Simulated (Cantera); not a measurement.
Charge: 1 mol C2F6, 1.2 mol Si, at 29.0 Pa.

Cantera equilibrium calculation (NASA polynomials, part measured and part estimated; ideal gas, pure solids and liquids). Candidate condensed phases: C, Si, SiC; 23 gas species. The feed counts by its element totals alone. The tables' values for SiF3, SiF2 are old estimates; treat these amounts as uncertain. Gases not in the tables: C2F6 and larger saturated fluorocarbons. Kinetics and transport are ignored.

log p: log10 of the partial pressure in bar; n: condensed amount in mol.

```json
[
 {"T (K)": "1373", "log p SiF4": "-3.63", "log p F": "-7.78", "log p CF4": "-4.24", "log p CF2": "-7.39", "log p SiF3": "-10.62", "log p CF": "-12.11", "log p CF3": "-8.41", "n C(graphite)": "1.70"},
 {"T (K)": "1473", "log p SiF4": "-3.63", "log p F": "-6.97", "log p CF4": "-4.24", "log p CF2": "-6.67", "log p SiF3": "-9.86", "log p CF": "-10.86", "log p CF3": "-7.83", "n C(graphite)": "1.70"},
 {"T (K)": "1573", "log p SiF4": "-3.64", "log p F": "-6.25", "log p CF4": "-4.24", "log p CF2": "-6.04", "log p SiF3": "-9.20", "log p CF": "-9.77", "log p CF3": "-7.32", "n C(graphite)": "1.70"},
 {"T (K)": "1673", "log p SiF4": "-3.64", "log p F": "…", "log p CF4": "-4.26", "log p CF2": "…", "log p SiF3": "-8.62", "log p CF": "…", "log p CF3": "…", "n C(graphite)": "1.69"},
 {"T (K)": "1773", "log p SiF4": "-3.65", "log p F": "…", "log p CF4": "-4.31", "log p CF2": "…", "log p SiF3": "-8.11", "log p CF": "…", "log p CF3": "…", "n C(graphite)": "1.69"},
 {"T (K)": "1873", "log p SiF4": "-3.68", "log p F": "-4.62", "log p CF4": "-4.45", "log p CF2": "-4.67", "log p SiF3": "-7.64", "log p CF": "-7.25", "log p CF3": "-6.28", "n C(graphite)": "1.67"},
 {"T (K)": "1973", "log p SiF4": "-3.73", "log p F": "-4.27", "log p CF4": "-4.82", "log p CF2": "-4.46", "log p SiF3": "-7.19", "log p CF": "-6.66", "log p CF3": "-6.23", "n C(graphite)": "1.67"},
 {"T (K)": "2073", "log p SiF4": "-3.78", "log p F": "-4.05", "log p CF4": "-5.58", "log p CF2": "-4.49", "log p SiF3": "-6.68", "log p CF": "-6.23", "log p CF3": "-6.52", "n C(graphite)": "1.74"},
 {"T (K)": "2173", "log p SiF4": "-3.81", "log p F": "-3.95", "log p CF4": "-6.63", "log p CF2": "-4.70", "log p SiF3": "-6.11", "log p CF": "-5.94", "log p CF3": "-7.04", "n C(graphite)": "1.83"},
 {"T (K)": "2273", "log p SiF4": "-3.84", "log p F": "-3.89", "log p CF4": "-7.76", "log p CF2": "-4.97", "log p SiF3": "-5.55", "log p CF": "-5.71", "log p CF3": "-7.65", "n C(graphite)": "1.90"}
]
```

Q: What belongs in the gaps?

A: 
- 1773, log p F: -5.08
- 1773, log p CF2: -5.03
- 1773, log p CF: -7.97
- 1773, log p CF3: -6.52
- 1673, log p F: -5.63
- 1673, log p CF2: -5.50
- 1673, log p CF: -8.81
- 1673, log p CF3: -6.88
